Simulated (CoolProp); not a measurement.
Vapour-liquid equilibrium of CHF3 (R23) (1) + R11 (2) at 270 K; x and y are mole fractions of (1).

Values from CoolProp's multi-fluid Helmholtz-energy mixture model, Penoncello 2003 and Jacobsen 1992; pair parameters Bell 2016.

```json
[
 {"x": "0.05", "bubble pressure (bar)": "3.055", "y at the bubble point": "0.881", "dew pressure at overall composition x (bar)": "0.3692", "liquid density (mol/L)": "11.43"},
 {"x": "0.2", "bubble pressure (bar)": "9.978", "y at the bubble point": "0.960", "dew pressure at overall composition x (bar)": "0.4392", "liquid density (mol/L)": "12.06"},
 {"x": "0.35", "bubble pressure (bar)": "14.31", "y at the bubble point": "0.971", "dew pressure at overall composition x (bar)": "0.5416", "liquid density (mol/L)": "12.70"},
 {"x": "0.5", "bubble pressure (bar)": "16.36", "y at the bubble point": "0.974", "dew pressure at overall composition x (bar)": "0.7058", "liquid density (mol/L)": "13.35"},
 {"x": "0.65", "bubble pressure (bar)": "17.43", "y at the bubble point": "0.976", "dew pressure at overall composition x (bar)": "1.012", "liquid density (mol/L)": "13.96"},
 {"x": "0.8", "bubble pressure (bar)": "18.80", "y at the bubble point": "0.980", "dew pressure at overall composition x (bar)": "1.789", "liquid density (mol/L)": "14.53"},
 {"x": "0.95", "bubble pressure (bar)": "21.50", "y at the bubble point": "0.992", "dew pressure at overall composition x (bar)": "7.727", "liquid density (mol/L)": "15.00"}
]
```

No azeotrope shows between x = 0.05 and 0.95.

Pair parameters are fitted to limited data, so mixtures are less certain than the pure fluids. The gap from Raoult's law changes sign with composition, which may be real or a fault of the pair parameters; it wasn't checked against measurements. With so large a gap from Raoult's law the liquid may split in two, which this calculation doesn't test in full.
